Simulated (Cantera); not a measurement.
# Gas activation for diamond growth

An isothermal, constant-pressure homogeneous reactor starts with CH4 : H2 : CO2 = 0.036 : 1 : 0.019 (molar parts), at 2625 K and 14.3 Torr.

Detailed kinetics in Cantera: GRI-Mech 3.0 (53 species, 325 reactions). GRI-Mech 3.0 stops at C3 and has no aromatics, soot or wall deposition, so with more carbon than oxygen in the feed, carbon stays in small species such as C2H2 where larger ones or solid carbon would form. Radical loss at walls, strong at low pressure, is not modelled.

```json
[
 {"t (s)": "5.00e-6", "x CH4": "0.0338", "x H2": "0.948", "x CO2": "0.0180", "x H": "0.000361", "x C2H6": "1.30e-9"},
 {"t (s)": "4.09e-5", "x CH4": "0.0320", "x H2": "0.945", "x CO2": "0.0178", "x H": "0.00321", "x C2H6": "3.07e-7"},
 {"t (s)": "0.000334", "x CH4": "0.0204", "x H2": "0.923", "x CO2": "0.0117", "x H": "0.0224", "x C2H6": "2.85e-6"},
 {"t (s)": "0.00273", "x CH4": "0.00128", "x H2": "0.902", "x CO2": "4.71e-5", "x H": "0.0479", "x C2H6": "2.48e-8"},
 {"t (s)": "0.0224", "x CH4": "0.000146", "x H2": "0.876", "x CO2": "1.04e-5", "x H": "0.0821", "x C2H6": "4.99e-10"},
 {"t (s)": "0.183", "x CH4": "1.75e-6", "x H2": "0.764", "x CO2": "1.29e-10", "x H": "0.198", "x C2H6": "<1e-12"},
 {"t (s)": "1.50", "x CH4": "8.24e-7", "x H2": "0.703", "x CO2": "6.41e-11", "x H": "0.260", "x C2H6": "<1e-12"},
 {"t (s)": "12.2", "x CH4": "8.24e-7", "x H2": "0.703", "x CO2": "6.41e-11", "x H": "0.260", "x C2H6": "<1e-12"},
 {"t (s)": "100", "x CH4": "8.24e-7", "x H2": "0.703", "x CO2": "6.41e-11", "x H": "0.260", "x C2H6": "<1e-12"}
]
```
x: mole fraction; the columns are a selection and need not sum to one.

Equilibrium at this temperature and pressure: CH4 8.30e-7, H2 0.703, CO2 6.46e-11, H 0.260, C2H6 <1e-12 (gas phase only).
